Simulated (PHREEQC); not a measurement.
Acid mine or pickling water (model solution)

Model water analysis in mg/L, 60 °C, pH 3.52, pe 11.5:

| constituent | mg/L |
|---|---|
| Na | 80.5 |
| K | 1.53 |
| Ca | 237 |
| Mg | 47.1 |
| Cl | 260 |
| S(6) as SO4 | 578 |
| Si as SiO2 | 0.13 |
| Br | 21.4 |

Valence states are taken as typed.

The numbers come from PHREEQC with the ion-association model, phreeqc.dat.

Each row changes one thing in this solution. This is a speciation only: nothing precipitates in the calculation.

```
case                                               ionic strength (mol/kgw)  Ca+2 (mol/kgw)  SO4-2 (mol/kgw)  Mg+2 (mol/kgw)  CaSO4 (mol/kgw)  MgSO4 (mol/kgw)  SI of Gypsum (CaSO4:2H2O)  SI of Quartz (SiO2)
-------------------------------------------------  ------------------------  --------------  ---------------  --------------  ---------------  ---------------  -------------------------  -------------------
as made                                                              0.0256         0.00474          0.00391         0.00122          0.00118         0.000718                      -0.63                -2.14
all concentrations times 3 at the same typed pH                      0.0696          0.0131           0.0100         0.00312          0.00470          0.00270                      -0.02                -1.66
temperature from 60 to 50 °C at the same typed pH                    0.0260         0.00475          0.00404         0.00129          0.00116         0.000645                      -0.64                -2.02
```

Away from 25 °C the constants follow the database's enthalpies or fits; those with neither stay at their 25 °C values.
